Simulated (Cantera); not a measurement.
Input: 1 mol Si, 1.7 mol Cl2, 88 mol H2, equilibrated at 1698 K and 2.10 mbar.

Method: chemical equilibrium by Gibbs-energy minimisation in Cantera with the NASA 1993 tables (ideal gas, pure condensed phases). Candidate condensed phases: Si; 19 gas species. The tables' values for SiCl are old estimates; treat these amounts as uncertain. Gases not in the tables: Si2H6 and higher silanes. Rates play no part.

Base state: H2 0.962, HCl 0.0307, SiCl2 0.00351, H 0.00310, Si 0.000313, Cl 7.67e-5, SiCl 7.36e-5, SiH 2.19e-5 (mole fractions); condensed: Si(l).

Q: What changes in the equilibrium state with this change: pressure from 2.10 mbar to 68.0 Pa?

A: 
```tsv
species	before	after
H2	0.962	0.959
HCl	0.0307	0.0305
H	0.00310	0.00543
Si	0.000313	0.000966
SiCl2	0.00351	0.00349
SiH	2.19e-5	3.84e-5
SiCl	7.36e-5	0.000129
Cl	7.67e-5	0.000134
SiH2	1.34e-5	1.34e-5
Si(l), mol	0.646	0.581
```
